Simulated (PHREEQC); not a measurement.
Copper plating or etch bath (model solution)

Solution (20 °C): 0.033 mol/kgw Cu(BF4)2 and 0.036 mol/kgw HCl. Closed to the air; pH follows from the charge balance.

Computed with PHREEQC (ion-association model, wateq4f.dat).

Precipitation was switched off in this run.

Problem. Predict the pH.

Solution. pH 1.55.

Problem. In which forms is Cl present?

Solution. Cl- 98 %, CuCl+ 2.4 % of the Cl.

Species that the database lacks are ignored. Real BF4- forms and hydrolyses slowly; the run takes it at equilibrium.
